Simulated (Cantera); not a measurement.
Charge: 1 mol SiO2, 1.6 mol F2, 0.12 mol O2, at 1873 K and 41000 Pa.

These are equilibrium values from Cantera (NASA tables, ideal gas, pure condensed phases), not measurements of a reactor. Candidate condensed phases: Si, SiO2; 17 gas species. The tables' values for SiF3 are old estimates; treat these amounts as uncertain. The tables hold silica as quartz up to 1696 K and as liquid above; real silica turns to tridymite and cristobalite and melts near 1996 K. Equilibrium is a limit: real reactors are often held back by kinetics, nucleation or transport.

Base state: O2 0.535, SiF4 0.465, O 0.000270, SiF3 5.53e-5, F 5.32e-5 (mole fractions); condensed: SiO2(condensed).

Problem. What changes in the equilibrium state with this change: pressure from 41000 Pa to 133 Pa?

Solution. 
```tsv
species	before	after
O2	0.535	0.531
SiF4	0.465	0.463
O	0.000270	0.00472
SiO	4.64e-9	2.51e-5
SiO2	5.97e-8	1.84e-5
SiF3	5.53e-5	0.000968
F	5.32e-5	0.000930
SiO2(condensed), mol	0.200	0.200
```
The tables' values for SiF3, SiO2 are old estimates; treat these amounts as uncertain.
